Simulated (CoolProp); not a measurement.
CH3F (R41) along the isotherm 425 K: density (kg/m³) from the reference equation and from simpler models built on Tc = 317.3 K, pc = 59.06 bar, ω = 0.200; each cubic takes its own stable root.

Values from CoolProp's reference Helmholtz-energy equation of state, Lemmon 2006. It is a short technical equation, of lower accuracy than the large ones.

| p (bar) | phase | reference | ideal gas | van der Waals | Redlich-Kwong | Soave-Redlich-Kwong | Peng-Robinson |
|---|---|---|---|---|---|---|---|
| 7.38 | gas | 7.241 | 7.108 | 7.237 | 7.236 | 7.214 | 7.239 |
| 14.8 | gas | 14.80 | 14.25 | 14.79 | 14.78 | 14.69 | 14.79 |
| 22.1 | gas | 22.52 | 21.28 | 22.52 | 22.48 | 22.26 | 22.49 |
| 29.5 | gas | 30.65 | 28.41 | 30.68 | 30.58 | 30.17 | 30.58 |
| 36.9 | gas | 39.10 | 35.54 | 39.20 | 39.00 | 38.31 | 38.97 |
| 44.3 | gas | 47.88 | 42.67 | 48.11 | 47.75 | 46.70 | 47.66 |
| 51.7 | gas | 57.01 | 49.79 | 57.46 | 56.85 | 55.33 | 56.65 |
| 59.1 | supercritical | 66.50 | 56.92 | 67.28 | 66.31 | 64.21 | 65.94 |
| 66.4 | supercritical | 76.22 | 63.95 | 77.48 | 76.00 | 73.20 | 75.40 |
| 73.8 | supercritical | 86.45 | 71.08 | 88.37 | 86.20 | 82.54 | 85.27 |
| 81.2 | supercritical | 97.07 | 78.20 | 99.86 | 96.77 | 92.11 | 95.41 |
| 88.6 | supercritical | 108.1 | 85.33 | 111.9 | 107.7 | 101.9 | 105.8 |
